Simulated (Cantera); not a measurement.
Charge: 1 mol Al₂O₃, 0.13 mol O₂, held at 0.0230 bar.

Method: chemical equilibrium by Gibbs-energy minimisation in Cantera with the NASA 1993 tables (ideal gas, pure condensed phases). Candidate condensed phases: Al, Al₂O₃; 9 gas species. Kinetics and transport are ignored.

x: gas mole fraction; n: condensed amount in mol.

```
T (K)   x O₂       x O   x AlO    x AlO₂      x O₃      x Al  n Al₂O₃(s)  n Al₂O₃(l)
-----  -----  --------  ------  --------  --------  --------  ----------  ----------
1025    1.00   2.18e-9  <1e-12    <1e-12  2.28e-12    <1e-12        1.00           0
1225    1.00   2.77e-7  <1e-12    <1e-12  3.55e-11    <1e-12        1.00           0
1425   1.000   9.15e-6  <1e-12    <1e-12  2.58e-10    <1e-12        1.00           0
1625   1.000  0.000128  <1e-12    <1e-12   1.16e-9    <1e-12        1.00           0
1825   0.999   0.00101       …  3.70e-12   3.76e-9    <1e-12        1.00           0
2025   0.995   0.00532       …  4.42e-10   9.74e-9    <1e-12        1.00           0
2225   0.979    0.0206       …   2.19e-8   2.12e-8  1.48e-10        1.00           0
2425   0.937    0.0632       …   4.94e-7   3.92e-8   2.16e-8           0        1.00
```

**Question.** Some entries are withheld; supply them.

**Answer.** 
- 1825, x AlO: 2.09e-12
- 2025, x AlO: 6.48e-10
- 2225, x AlO: 7.10e-8
- 2425, x AlO: 3.17e-6
